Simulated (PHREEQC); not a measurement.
0.072 g of hydrous ferric oxide (600 m²/g; 0.2 weak and 0.005 strong sites per Fe, Dzombak-Morel constants, diffuse double layer) in 1 kg of water with 0.05 mol/kgw of an inert sodium salt and 5.7e-05 mol/kgw PbCl2, at 25 °C; the pH is set by adding NaOH or the inert anion's acid. Oxygen alone is held at its pressure in air (log pO2 = -0.68). CO2 from the air is kept out. Nothing may precipitate in this run.

Equilibrium calculation in PHREEQC: ion-association model, wateq4f.dat.

```csv
pH,Pb sorbed (%),surface charge σ (C/m²),surface potential ψ (mV)
3,0.4,0.357,169
3.5,2.4,0.335,166
4,5.8,0.295,160
4.5,7.3,0.240,149
5,10.3,0.184,136
5.5,25.1,0.139,122
6,57.5,0.112,111
6.5,84.0,0.092,101
7,95.8,0.070,88
7.5,99.1,0.047,70
8,99.8,0.028,48
8.5,99.9,0.013,24
9,100.0,0.000,0
```

Complexes and solids missing from the database can't appear. The oxide is taken as insoluble; below pH 4 it would dissolve.
